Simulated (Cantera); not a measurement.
An adiabatic, constant-volume homogeneous reactor starts with 31.6 % H2, 8.78 % O2, 59.7 % N2, at 1100 K and 0.280 bar.

Model: GRI-Mech 3.0 (53 species, 325 reactions), integrated in Cantera.

**Question.** Predict: time of steepest temperature rise; temperature at 0.500 s; equilibrium temperature; x(H2) at 0.500 s; x(O2) at 0.500 s; x(H) at 0.500 s; x(NO2) at 0.500 s; x(HO2) at 0.500 s.

**Answer.** 
```json
{
 "time_of_steepest_temperature_rise": "0.415 ms",
 "temperature at 0.500 s": "2531 K",
 "equilibrium_temperature": "2531 K",
 "x(H2) at 0.500 s": "0.148 (gas-phase equilibrium 0.148)",
 "x(O2) at 0.500 s": "0.000127 (gas-phase equilibrium 0.000127)",
 "x(H) at 0.500 s": "0.0144 (gas-phase equilibrium 0.0144)",
 "x(NO2) at 0.500 s": "8.86e-9 (gas-phase equilibrium 8.86e-9)",
 "x(HO2) at 0.500 s": "7.14e-8 (gas-phase equilibrium 7.14e-8)"
}
```
